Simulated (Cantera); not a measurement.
Cantera with NASA thermochemical tables; ideal gases at 1 bar, condensed phases pure. Values are per mole of reaction as written; species without (g) are pure solids or liquids, kept so even where they would boil at 1 bar.

a) Fe + Cl2(g) → FeCl2(g)
b) Ca + Cl2(g) → CaCl2
c) H2(g) + Cl2(g) → 2 HCl(g)
d) 0.5 Ti + Cl2(g) → 0.5 TiCl4
e) 2 K + Cl2(g) → 2 KCl(g)
f) 2 Li + Cl2(g) → 2 LiCl(g)

Order these by ΔG° at 425 K, most negative first.

b (-728 kJ), e (-481 kJ), f (-452 kJ), d (-355 kJ), c (-193 kJ), a (-162 kJ)
